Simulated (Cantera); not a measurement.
Cantera run, input and output.

```python
import numpy as np
import cantera as ct

gas = ct.Solution("gri30.yaml")


def delay(T, t_max=10):
    gas.TPX = T, 1400000, {'CO': 1, 'H2': 0.56, 'O2': 1.11, 'N2': 4.19}
    reactor = ct.IdealGasConstPressureReactor(gas, clone=False)
    net = ct.ReactorNet([reactor])
    net.rtol, net.atol = 1e-8, 1e-16
    while net.time < t_max:
        t_old, T_old = net.time, reactor.T
        net.step()
        if reactor.T > T + 400:  # ignition: a rise of 400 K
            return t_old + (T + 400 - T_old) / (reactor.T - T_old) * (net.time - t_old)
    return np.nan


taus = []
for T in [1175, 1250, 1325, 1400, 1475]:
    taus.append(delay(T))
    print(f"T0 = {T:6g} K   tau = {taus[-1]:.4e} s")

# d ln(tau) / d ln(k), from doubling and halving each rate constant
T, sens = 1325, []
for i in range(gas.n_reactions):
    gas.set_multiplier(2.0, i)
    up = delay(T)
    gas.set_multiplier(0.5, i)
    down = delay(T)
    gas.set_multiplier(1.0, i)
    sens.append((np.log(up / down) / np.log(4.0), gas.reaction(i).equation))
sens.sort(key=lambda x: -abs(x[0]))
print(f"sensitivities at {T} K")
for s, eq in sens[:10]:
    print(f"{s:8.3f}  {eq}")
```

Output:

```
T0 =   1175 K   tau = 9.0666e-05 s
T0 =   1250 K   tau = 1.6951e-05 s
T0 =   1325 K   tau = 5.5139e-06 s
T0 =   1400 K   tau = 3.0076e-06 s
T0 =   1475 K   tau = 2.0457e-06 s
sensitivities at 1325 K
  -1.340  H + O2 <=> O + OH
   0.667  H + O2 + N2 <=> HO2 + N2
   0.347  H + O2 + M <=> HO2 + M
  -0.322  H2 + O <=> H + OH
  -0.149  H2 + OH <=> H + H2O
   0.140  H + O2 + O2 <=> HO2 + O2
  -0.131  H + HO2 <=> 2 OH
  -0.116  CO + HO2 <=> CO2 + OH
   0.055  H + HO2 <=> H2 + O2
  -0.049  CO + O2 <=> CO2 + O
```

Cantera simulation using GRI-Mech 3.0 (53 species, 325 reactions); the numbers are that mechanism's predictions, not measurements. The hydrogen kinetics of GRI-Mech 3.0 are dated; newer H2 mechanisms differ, most at raised pressure. The pressure lies above the range GRI-Mech 3.0 was tuned for (to about 10 atm).
